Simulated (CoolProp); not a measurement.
Computed with CoolProp (reference Helmholtz-energy equation of state, Tillner-Roth 1997).

**Question.** For CH2F2 (R32), give the phase and the density (kg/m³), isothermal compressibility (1/MPa), expansivity (1/kK), viscosity (µPa s) at 435 K and 347 bar; 435 K and 405 bar.

**Answer.** 
- 435 K and 347 bar: supercritical; density 715, isothermal compressibility 0.0120, expansivity 3.87, viscosity 66.7
- 435 K and 405 bar: supercritical; density 759, isothermal compressibility 0.00889, expansivity 3.27, viscosity 73.1

Viscosity comes from a separate model (Bell 2016), an estimate that may be off by 10 % or more.
